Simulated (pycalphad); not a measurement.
All values are pycalphad results on the COST 507 light-alloy database (1999) (1 atm), not direct measurements. The database dates from 1999; later assessments differ in places, in temperatures and in the compounds included. Kinetics are ignored, which matters at the lower temperatures.

Molar enthalpy of Si-45.97Ti (wt.%) in equilibrium (SER reference):

```json
[
 {"T (K)": "2600", "H (kJ/mol)": "54.65", "phases": "liquid"},
 {"T (K)": "2500", "H (kJ/mol)": "51.30", "phases": "liquid"},
 {"T (K)": "2400", "H (kJ/mol)": "47.94", "phases": "liquid"},
 {"T (K)": "2300", "H (kJ/mol)": "44.59", "phases": "liquid"},
 {"T (K)": "2200", "H (kJ/mol)": "41.23", "phases": "liquid"},
 {"T (K)": "2100", "H (kJ/mol)": "37.88", "phases": "liquid"},
 {"T (K)": "2000", "H (kJ/mol)": "34.52", "phases": "liquid"},
 {"T (K)": "1900", "H (kJ/mol)": "31.17", "phases": "liquid"},
 {"T (K)": "1800", "H (kJ/mol)": "27.83", "phases": "liquid"},
 {"T (K)": "1700", "H (kJ/mol)": "-18.46", "phases": "SI2TI + liquid"},
 {"T (K)": "1600", "H (kJ/mol)": "-21.89", "phases": "SI2TI + diamond (Si)"},
 {"T (K)": "1500", "H (kJ/mol)": "-25.08", "phases": "SI2TI + diamond (Si)"},
 {"T (K)": "1400", "H (kJ/mol)": "-28.22", "phases": "SI2TI + diamond (Si)"},
 {"T (K)": "1300", "H (kJ/mol)": "-31.28", "phases": "SI2TI + diamond (Si)"},
 {"T (K)": "1200", "H (kJ/mol)": "-34.29", "phases": "SI2TI + diamond (Si)"},
 {"T (K)": "1100", "H (kJ/mol)": "-37.23", "phases": "SI2TI + diamond (Si)"},
 {"T (K)": "1000", "H (kJ/mol)": "-40.11", "phases": "SI2TI + diamond (Si)"},
 {"T (K)": "900", "H (kJ/mol)": "-42.93", "phases": "SI2TI + diamond (Si)"},
 {"T (K)": "800", "H (kJ/mol)": "-45.69", "phases": "SI2TI + diamond (Si)"},
 {"T (K)": "700", "H (kJ/mol)": "-48.38", "phases": "SI2TI + diamond (Si)"},
 {"T (K)": "600", "H (kJ/mol)": "-50.99", "phases": "SI2TI + diamond (Si)"},
 {"T (K)": "500", "H (kJ/mol)": "-53.53", "phases": "SI2TI + diamond (Si)"}
]
```

Cooling from 1800 K to 1600 K, across the freezing range, releases 49.7 kJ/mol, or 1430 J/g. The slope is 33 J/(mol K) in the liquid and 32 J/(mol K) just below the solidus, where it includes any heat of precipitation. Liquidus 1757 K, solidus 1604 K. Changes were sought between steps of 100 K, so a narrower field can be missed.

Database names, with the compositions (at.%) that they take in these runs: SI2TI: Si 67 Ti 33.
